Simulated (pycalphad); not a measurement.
CALPHAD calculation (pycalphad, COST 507 light-alloy database (1999)), 1 atm. The data set is of 1999 and partly superseded. Not assessed as a whole: an extrapolation from subsystems, which can miss ternary compounds. Amounts are mole fractions of atoms.

Q: Give the equilibrium state of Si-38.01Sn-52.19Al (wt.%) at 427 °C.

A: FCC_A1, fraction 0.725, with 0.31 Sn, 99.33 Al wt.%; LIQUID, fraction 0.144, with 96.2 Sn, 3.8 Al wt.%; DIAMOND_A4, fraction 0.131, with <0.01 Sn, <0.01 Al wt.%.

Q: Give the equilibrium state of Si-38.01Sn-52.19Al (wt.%) at 577 °C.

A: 
```
T = 850.00 K, P = 101325 Pa, N = 1 mol of atoms
G = -35638 J/mol, H = 29723 J/mol, S = 76.90 J/(mol K)  (SER reference)
chemical potentials (J/mol): Si -23592, Sn -60466, Al -33700
phase             fraction      x(Si)      x(Sn)      x(Al)
LIQUID              0.9515     0.0899     0.1293     0.7809
DIAMOND_A4          0.0485     1.0000   3.07e-07   8.19e-07
```

FCC_A1 is fcc; DIAMOND_A4 is diamond (Si).
